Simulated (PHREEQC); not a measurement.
Solution (15 °C): 0.23 mol/kgw NH3. Closed to the air; pH follows from the charge balance.

Computed with PHREEQC (ion-association model, phreeqc.dat).

Each row changes one thing in this solution. This is a speciation only: nothing precipitates in the calculation.

| case | pH | ionic strength (mol/kgw) | NH4+ (mol/kgw) |
|---|---|---|---|
| as made | 11.63 | 0.00204 | 0.00204 |
| 0.006 mol/kgw NaOH added | 12.13 | 0.00668 | 0.000675 |
| NH3 from 0.23 to 0.207 mol/kgw | 11.61 | 0.00193 | 0.00193 |
| NH3 replaced by NH4Cl at the same molality | 5.25 | 0.230 | 0.230 |
| NH3 from 0.23 to 0.046 mol/kgw | 11.28 | 0.000893 | 0.000893 |
| diluted 100-fold with water | 10.62 | 0.000190 | 0.000190 |
| NH3 from 0.23 to 0.46 mol/kgw | 11.79 | 0.00291 | 0.00291 |
| temperature from 15 to 20 °C | 11.46 | 0.00208 | 0.00208 |
